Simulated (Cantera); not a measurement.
Input (Python, Cantera):

```python
import numpy as np
import cantera as ct

gas = ct.Solution("gri30.yaml")
gas.TP = 300, 100000
flame = ct.CounterflowDiffusionFlame(gas, width=0.02)
flame.fuel_inlet.X, flame.fuel_inlet.T = {'CH4': 1, 'C2H6': 0.25, 'C3H8': 0.21}, 300
flame.oxidizer_inlet.X, flame.oxidizer_inlet.T = {'O2': 0.25, 'N2': 0.75}, 575
flame.set_refine_criteria(ratio=3, slope=0.12, curve=0.24, prune=0.03)
show = ['OH', 'H', 'NO', 'CO', 'C2H2']

rows = []
print(f"{'mdot':>8s}{'a_max':>10s}{'a_mean':>10s}{'Tmax/K':>9s}" + "".join(f"{s:>11s}" for s in show) + "   (peak mole fractions)")
for i, mdot in enumerate([0.25, 0.34, 0.47, 0.64, 0.87, 1.2, 1.6]):  # kg/m2/s on the oxidiser side
    flame.oxidizer_inlet.mdot, flame.fuel_inlet.mdot = mdot, 1 * mdot
    flame.solve(loglevel=0, auto=(i == 0))
    if flame.T.max() < max(300, 575) + 100:
        print(f"{mdot:8.3g}  no burning solution found from the previous one")
        break
    dT = np.abs(np.gradient(flame.T, flame.grid))
    rows.append([flame.strain_rate("max"), flame.strain_rate("mean"), flame.T.max(),
                 *(flame.X[gas.species_index(s)].max() for s in show), max(dT[0], dT[-1]) / dT.max()])
    print(f"{mdot:8.3g}{rows[-1][0]:10.1f}{rows[-1][1]:10.1f}{rows[-1][2]:9.1f}" + "".join(f"{x:11.3e}" for x in rows[-1][3:-1]))
```

Result:

```
    mdot     a_max    a_mean   Tmax/K         OH          H         NO         CO       C2H2   (peak mole fractions)
    0.25     212.9      34.5   2289.0  1.250e-02  5.761e-03  4.808e-04  8.299e-02  3.279e-02
    0.34     280.4      46.9   2270.6  1.253e-02  6.049e-03  4.409e-04  8.162e-02  3.187e-02
    0.47     376.1      64.8   2252.6  1.250e-02  6.354e-03  4.031e-04  8.028e-02  3.081e-02
    0.64     498.6      88.2   2237.0  1.247e-02  6.654e-03  3.701e-04  7.924e-02  2.979e-02
    0.87     661.5     120.0   2222.1  1.241e-02  6.960e-03  3.378e-04  7.839e-02  2.877e-02
     1.2     891.0     165.5   2205.3  1.230e-02  7.271e-03  3.022e-04  7.757e-02  2.756e-02
     1.6    1160.5     220.6   2187.8  1.209e-02  7.503e-03  2.676e-04  7.691e-02  2.628e-02
```

Cantera simulation using GRI-Mech 3.0 (53 species, 325 reactions); the numbers are that mechanism's predictions, not measurements. GRI-Mech 3.0 was tuned for natural gas; its chemistry of propane as a main component is partial and can be far from experiment. GRI-Mech 3.0 has no aromatics or soot, which form on the fuel side of real flames. The maximum strain rate includes the flame's own expansion and is several times the mean.
